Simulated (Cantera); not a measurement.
A Cantera script and what it prints.

```python
import numpy as np
import cantera as ct

gas_names = """
    Cr CrN CrO CrO2 CrO3 H HNO HNO2 HNO3 HO2 H2 H2O H2O2 N NH NH2 NH3 NH2OH NO NO2 NO3 N2 N2H2 N2H4 N2O
    O OH O2 O3
""".split()
cond_names = """
    Cr(cr) Cr(L) CrN(s) Cr2N(s) Cr2O3(s) Cr2O3(L) H2O(s) H2O(L)
""".split()


# ... load() reads the species with a 1 bar reference pressure and builds the phases ...
atoms = {
    'Cr2O3': {'Cr': 2, 'O': 3},
    'H2': {'H': 2},
    'N2': {'N': 2},
}
top_T = {'CrN(s)': 1900, 'Cr2N(s)': 1900}  # K; cautious upper limits of use, not melting points


# ... equilibrate(T, P, feed) seeds the gas with the atoms and calls Mixture.equilibrate('TP', solver="vcs", rtol=1e-11, max_steps=5000) ...
results = []
feed = {'Cr2O3': 1, 'H2': 6.3, 'N2': 16}  # mol
T = 898.15  # K
P = 101325  # Pa
mix = equilibrate(T, P, feed)
results.append((T, P, feed, dict(zip(mix.species_names, mix.species_moles))))
print(gas.report(threshold=0.001))
for i in range(1, mix.n_phases):
    print(f"{mix.phase(i).name:16s} {mix.phase_moles(i):12.5e} mol")
```

Result:

```
       temperature   898.15 K
          pressure   1.0132e+05 Pa
           density   0.2805 kg/m^3
  mean mol. weight   20.673 kg/kmol
   phase of matter   gas

                          1 kg             1 kmol
                     ---------------   ---------------
          enthalpy        8.7064e+05        1.7999e+07  J
   internal energy        5.0941e+05        1.0531e+07  J
           entropy             10262        2.1214e+05  J/K
    Gibbs function       -8.3457e+06       -1.7253e+08  J
 heat capacity c_p            1524.1             31507  J/K
 heat capacity c_v            1121.9             23193  J/K

                      mass frac. Y      mole frac. X     chem. pot. / RT
                     ---------------   ---------------   ---------------
                H2          0.027529            0.2823           -18.497
                N2           0.97232           0.71752           -24.911
     [  +27 minor]        0.00015191        0.00018297

Cr(cr)            0.00000e+00 mol
CrN(s)            3.66878e-04 mol
Cr2N(s)           0.00000e+00 mol
Cr2O3(s)          9.99817e-01 mol
```

Equilibrium computed with Cantera from the NASA thermochemical tables; the gas is ideal and each condensed phase is pure.
